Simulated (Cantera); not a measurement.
What does this Cantera script print?

```python
import numpy as np
import cantera as ct

gas = ct.Solution("gri30.yaml")
gas.TP = 300, 62000
flame = ct.CounterflowDiffusionFlame(gas, width=0.02)
flame.fuel_inlet.X, flame.fuel_inlet.T = {'CO': 1, 'H2': 0.16, 'CH4': 0.35}, 448
flame.oxidizer_inlet.X, flame.oxidizer_inlet.T = {'O2': 0.18, 'N2': 0.82}, 448
flame.set_refine_criteria(ratio=3, slope=0.12, curve=0.24, prune=0.03)
show = ['OH', 'H', 'NO', 'CO', 'C2H2']

rows = []
print(f"{'mdot':>8s}{'a_max':>10s}{'a_mean':>10s}{'Tmax/K':>9s}" + "".join(f"{s:>11s}" for s in show) + "   (peak mole fractions)")
for i, mdot in enumerate([0.37, 0.48, 0.62, 0.8, 1, 1.3, 1.7, 2.2, 2.9, 3.7]):  # kg/m2/s on the oxidiser side
    flame.oxidizer_inlet.mdot, flame.fuel_inlet.mdot = mdot, 0.75 * mdot
    flame.solve(loglevel=0, auto=(i == 0))
    if flame.T.max() < max(448, 448) + 100:
        print(f"{mdot:8.3g}  no burning solution found from the previous one")
        break
    dT = np.abs(np.gradient(flame.T, flame.grid))
    rows.append([flame.strain_rate("max"), flame.strain_rate("mean"), flame.T.max(),
                 *(flame.X[gas.species_index(s)].max() for s in show), max(dT[0], dT[-1]) / dT.max()])
    print(f"{mdot:8.3g}{rows[-1][0]:10.1f}{rows[-1][1]:10.1f}{rows[-1][2]:9.1f}" + "".join(f"{x:11.3e}" for x in rows[-1][3:-1]))
```

Output:

```
    mdot     a_max    a_mean   Tmax/K         OH          H         NO         CO       C2H2   (peak mole fractions)
    0.37     310.9      75.8   1904.2  5.846e-03  6.717e-03  1.082e-04  6.650e-01  4.758e-03
    0.48     394.3      98.3   1887.2  5.707e-03  6.991e-03  9.584e-05  6.651e-01  4.661e-03
    0.62     499.0     127.0   1869.3  5.524e-03  7.248e-03  8.320e-05  6.652e-01  4.498e-03
     0.8     632.1     163.8   1850.5  5.325e-03  7.448e-03  7.040e-05  6.652e-01  4.247e-03
       1     778.1     204.8   1833.4  5.127e-03  7.575e-03  5.940e-05  6.651e-01  3.965e-03
     1.3     994.1     266.2   1810.6  4.842e-03  7.629e-03  4.662e-05  6.651e-01  3.529e-03
     1.7    1276.8     348.1   1781.6  4.458e-03  7.511e-03  3.372e-05  6.653e-01  2.935e-03
     2.2    1619.5     450.5   1742.6  3.937e-03  7.106e-03  2.158e-05  6.653e-01  2.187e-03
     2.9    2074.6     593.8   1665.6  2.995e-03  5.854e-03  8.676e-06  6.656e-01  1.081e-03
     3.7  no burning solution found from the previous one
```

Detailed kinetics in Cantera: GRI-Mech 3.0 (53 species, 325 reactions). GRI-Mech 3.0 has no aromatics or soot, which form on the fuel side of real flames. The maximum strain rate includes the flame's own expansion and is several times the mean. A flux with no burning solution from the previous one only brackets extinction.
